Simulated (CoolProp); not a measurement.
Vapour-liquid equilibrium of isobutene (1) + n-octane (2) at 342.2 K; x and y are mole fractions of (1).

The numbers come from the multi-fluid Helmholtz-energy mixture model, Lemmon 2005 and Beckmüller 2019; pair parameters Bell 2016 in CoolProp.

```
x      bubble pressure, mixture model (bar)  bubble pressure, Raoult's law (bar)  y, mixture model  y, Raoult's law
-----  ------------------------------------  -----------------------------------  ----------------  ---------------
0.05                                 0.5760                               0.6270             0.741            0.768
0.125                                 1.198                                1.338             0.880            0.900
0.2                                   1.818                                2.049             0.925            0.940
0.275                                 2.446                                2.761             0.947            0.960
0.35                                  3.089                                3.472             0.961            0.971
0.425                                 3.752                                4.183             0.970            0.979
0.5                                   4.437                                4.894             0.977            0.984
0.575                                 5.145                                5.605             0.982            0.988
0.65                                  5.877                                6.317             0.987            0.992
0.725                                 6.631                                7.028             0.990            0.994
0.8                                   7.407                                7.739             0.993            0.996
0.875                                 8.210                                8.450             0.996            0.998
0.95                                  9.047                                9.161             0.998            0.999
```

The largest gap from Raoult's law is -11.4 % in bubble pressure, at x = 0.275. No azeotrope shows between x = 0.05 and 0.95.

The pair parameters rest on a limited set of measurements; away from them the model extrapolates.
